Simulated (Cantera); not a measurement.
An isothermal, constant-pressure homogeneous reactor starts with 1.61 % C2H6, 93.4 % H2, 4.99 % N2, at 1025 K and 0.132 atm.

Model: GRI-Mech 3.0 (53 species, 325 reactions), integrated in Cantera. GRI-Mech 3.0 stops at C3 and has no aromatics, soot or wall deposition, so with more carbon than oxygen in the feed, carbon stays in small species such as C2H2 where larger ones or solid carbon would form.

x: mole fraction; the columns are a selection and need not sum to one.

```json
[
 {"t (s)": "5.00e-5", "x C2H6": "0.0161", "x H2": "0.934", "x CH2": "<1e-12", "x C2H2": "<1e-12", "x C2H4": "3.09e-11", "x H": "6.58e-10"},
 {"t (s)": "0.000118", "x C2H6": "0.0161", "x H2": "0.934", "x CH2": "<1e-12", "x C2H2": "<1e-12", "x C2H4": "4.85e-10", "x H": "1.72e-9"},
 {"t (s)": "0.000277", "x C2H6": "0.0161", "x H2": "0.934", "x CH2": "<1e-12", "x C2H2": "<1e-12", "x C2H4": "5.06e-9", "x H": "3.78e-9"},
 {"t (s)": "0.000652", "x C2H6": "0.0161", "x H2": "0.934", "x CH2": "<1e-12", "x C2H2": "<1e-12", "x C2H4": "3.78e-8", "x H": "8.40e-9"},
 {"t (s)": "0.00153", "x C2H6": "0.0161", "x H2": "0.934", "x CH2": "<1e-12", "x C2H2": "<1e-12", "x C2H4": "(withheld)", "x H": "(withheld)"},
 {"t (s)": "0.00361", "x C2H6": "0.0161", "x H2": "0.934", "x CH2": "<1e-12", "x C2H2": "<1e-12", "x C2H4": "(withheld)", "x H": "(withheld)"},
 {"t (s)": "0.00850", "x C2H6": "0.0161", "x H2": "0.934", "x CH2": "<1e-12", "x C2H2": "1.14e-11", "x C2H4": "7.81e-6", "x H": "1.04e-7"},
 {"t (s)": "0.0200", "x C2H6": "0.0161", "x H2": "0.934", "x CH2": "<1e-12", "x C2H2": "3.32e-10", "x C2H4": "4.27e-5", "x H": "2.37e-7"},
 {"t (s)": "0.0471", "x C2H6": "0.0159", "x H2": "0.934", "x CH2": "<1e-12", "x C2H2": "8.52e-9", "x C2H4": "0.000216", "x H": "4.74e-7"},
 {"t (s)": "0.111", "x C2H6": "0.0152", "x H2": "0.934", "x CH2": "<1e-12", "x C2H2": "1.39e-7", "x C2H4": "0.000854", "x H": "6.61e-7"},
 {"t (s)": "0.261", "x C2H6": "0.0135", "x H2": "0.934", "x CH2": "<1e-12", "x C2H2": "1.19e-6", "x C2H4": "0.00239", "x H": "6.78e-7"},
 {"t (s)": "0.614", "x C2H6": "0.0105", "x H2": "0.934", "x CH2": "<1e-12", "x C2H2": "6.81e-6", "x C2H4": "0.00520", "x H": "6.57e-7"},
 {"t (s)": "1.44", "x C2H6": "0.00643", "x H2": "0.934", "x CH2": "<1e-12", "x C2H2": "2.89e-5", "x C2H4": "0.00887", "x H": "6.04e-7"},
 {"t (s)": "3.40", "x C2H6": "0.00344", "x H2": "0.934", "x CH2": "<1e-12", "x C2H2": "8.65e-5", "x C2H4": "0.0114", "x H": "5.19e-7"},
 {"t (s)": "8.00", "x C2H6": "0.00254", "x H2": "0.933", "x CH2": "<1e-12", "x C2H2": "0.000181", "x C2H4": "0.0116", "x H": "4.73e-7"}
]
```

### Question
Fill in the missing entries.

### Answer

- 0.00153, x C2H4: 2.38e-7
- 0.00153, x H: 1.92e-8
- 0.00361, x C2H4: 1.39e-6
- 0.00361, x H: 4.47e-8
